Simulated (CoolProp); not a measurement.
Vapour pressure (MPa) of isobutane: the reference equation beside estimates from Tc = 134.7 °C, pc = 3.629 MPa, ω = 0.184. Clausius-Clapeyron is anchored at 18.45 °C with a constant enthalpy of vaporisation of 19.53 kJ/mol.

The numbers come from the reference Helmholtz-energy equation of state, Bücker 2006 in CoolProp.

| T (°C) | reference | Clausius-Clapeyron | van der Waals |
|---|---|---|---|
| -45.85 | 0.02112 | 0.02953 | 0.2032 |
| -29.85 | 0.04695 | 0.05827 | 0.3051 |
| -13.75 | 0.09363 | 0.1061 | 0.4381 |
| 2.35 | [?] | 0.1801 | 0.6053 |
| 18.45 | 0.2883 | 0.2883 | 0.8101 |
| 34.55 | [?] | 0.4394 | 1.055 |
| 50.65 | 0.6959 | [?] | 1.343 |
| 66.75 | 1.013 | 0.9054 | 1.677 |
| 82.85 | 1.424 | 1.238 | 2.058 |
| 98.95 | 1.948 | 1.646 | 2.489 |
| 115.05 | [?] | 2.139 | 2.971 |

Problem. What belongs in the gaps?

Solution. 
- 2.35, reference: 0.1705
- 34.55, reference: 0.4591
- 50.65, Clausius-Clapeyron: 0.6422
- 115.05, reference: 2.604

Absolute difference from the reference over all 11 rows, mean and median: Clausius-Clapeyron 13.8 and 13.1 %, van der Waals 235.5 and 129.8 %.
